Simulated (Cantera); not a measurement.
A perfectly stirred reactor is fed with H2 : O2 : N2 = 1.3 : 1 : 1.7 (molar parts), at 78000 Pa; it is held at 1250 K, and followed from long to short residence time.

Detailed kinetics in Cantera: the H2/O2 subset of GRI-Mech 3.0, which has no nitrogen chemistry. The temperature is held fixed by assumption; the heat of reaction is taken as removed at once.

Problem. Predict: x(H2) at τ = 1.20 s; x(O2) at τ = 1.20 s; x(H) at τ = 1.20 s; x(H2O2) at τ = 1.20 s; x(H2O) at τ = 1.20 s; x(H2) at τ = 20.0 ms; x(O2) at τ = 20.0 ms; x(H) at τ = 20.0 ms; x(H2O2) at τ = 20.0 ms; x(H2O) at τ = 20.0 ms.

Solution. 
| Quantity | Result |
|---|---|
| x(H2) at τ = 1.20 s | 0.000166 |
| x(O2) at τ = 1.20 s | 0.105 |
| x(H) at τ = 1.20 s | 1.27e-6 |
| x(H2O2) at τ = 1.20 s | 4.64e-7 |
| x(H2O) at τ = 1.20 s | 0.388 |
| x(H2) at τ = 20.0 ms | 0.00241 |
| x(O2) at τ = 20.0 ms | 0.105 |
| x(H) at τ = 20.0 ms | 7.44e-5 |
| x(H2O2) at τ = 20.0 ms | 3.87e-6 |
| x(H2O) at τ = 20.0 ms | 0.385 |
